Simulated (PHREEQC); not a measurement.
Make-up at 20 °C: 0.0004 mol H2S and 0.51 mol MnCl2 per kg of water. Closed to the air; pH follows from the charge balance.

Model: ion-association model, wateq4f.dat, run in PHREEQC.

No solid was allowed to form.

Question: Predict the pH, activity of water, ionic strength.

Answer: pH 5.10; activity of water 0.978; ionic strength 1.09 mol/kgw.

Question: In which forms is Cl present?

Answer: Cl- 77 %, MnCl+ 18 %, MnCl2 3.7 %, MnCl3- 1.4 % of the Cl.

The ionic strength is past about 0.7 mol/kgw, beyond the range of this activity model, so the values are rough. Species that the database lacks are ignored. The polysulfide entries of wateq4f.dat were taken out for this run.
